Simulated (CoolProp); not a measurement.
Saturation properties of R11.

Computed with CoolProp (reference Helmholtz-energy equation of state, Jacobsen 1992).

```csv
T (°C),p (MPa),surface tension (mN/m),liquid conductivity (mW/(m K))
84.95,0.5884,10.5,70.3
94.45,0.7302,9.39,67.7
103.85,0.8939,8.34,65.2
113.25,?,7.31,62.6
122.65,1.301,6.31,?
132.15,1.551,5.34,57.5
141.55,1.832,?,?
150.95,2.149,?,52.2
160.45,2.508,2.65,49.4
169.85,2.906,1.85,46.6
179.25,3.351,1.11,43.8
```

Question: Complete the blanks.

Answer: 
- 113.25, p (MPa): 1.083
- 122.65, liquid conductivity (mW/(m K)): 60.1
- 141.55, surface tension (mN/m): 4.40
- 141.55, liquid conductivity (mW/(m K)): 54.8
- 150.95, surface tension (mN/m): 3.51

It boils at 23.7 °C under 1 atm.

Thermal conductivity comes from a separate model (McLinden 2000), an estimate that may be off by 10 % or more. Surface tension comes from a separate correlation (Mulero 2012).
